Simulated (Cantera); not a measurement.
An isothermal, constant-pressure homogeneous reactor starts with 30.3 % C₂H₄, 69.7 % H₂, at 1725 K and 20.0 Torr.

Computed with Cantera and GRI-Mech 3.0 (53 species, 325 reactions). GRI-Mech 3.0 was tuned for natural gas; its chemistry of ethylene as a main component is partial and can be far from experiment. GRI-Mech 3.0 stops at C3 and has no aromatics, soot or wall deposition, so with more carbon than oxygen in the feed, carbon stays in small species such as C2H2 where larger ones or solid carbon would form. Radical loss at walls, strong at low pressure, is not modelled.

x: mole fraction; the columns are a selection and need not sum to one.

```tsv
t (s)	x C₂H₄	x H₂	x H	x CH₄	x CH₃	x C₂H
0.000100	0.301	0.697	1.66e-6	2.36e-9	1.74e-9	1.86e-11
0.000278	0.298	0.698	4.62e-6	3.09e-8	7.38e-9	1.46e-10
0.000774	0.290	0.700	1.28e-5	3.14e-7	2.54e-8	1.15e-9
0.00215	0.265	0.706	3.24e-5	2.68e-6	7.34e-8	8.41e-9
0.00600	?	0.721	?	?	?	?
0.0167	0.0851	0.748	7.38e-5	4.27e-5	1.45e-7	1.04e-7
0.0464	?	0.766	?	?	?	?
0.129	0.000192	0.767	0.000900	7.57e-5	1.80e-6	1.71e-6
0.360	0.000189	0.766	0.00100	0.000100	2.66e-6	1.91e-6
1.00	0.000189	0.766	0.00100	0.000170	4.50e-6	1.91e-6
2.78	0.000189	0.766	0.00100	0.000350	9.27e-6	1.91e-6
7.75	0.000189	0.766	0.00100	0.000689	1.83e-5	1.91e-6
21.6	0.000189	0.766	0.00100	0.000881	2.34e-5	1.91e-6
60.0	0.000189	0.766	0.00100	0.000889	2.36e-5	1.91e-6
```

### Question
Some entries are withheld; supply them.

### Answer

- 0.00600, x C₂H₄: 0.198
- 0.00600, x H: 5.59e-5
- 0.00600, x CH₄: 1.51e-5
- 0.00600, x CH₃: 1.26e-7
- 0.00600, x C₂H: 3.92e-8
- 0.0464, x C₂H₄: 0.00511
- 0.0464, x H: 0.000194
- 0.0464, x CH₄: 6.93e-5
- 0.0464, x CH₃: 3.66e-7
- 0.0464, x C₂H: 3.63e-7
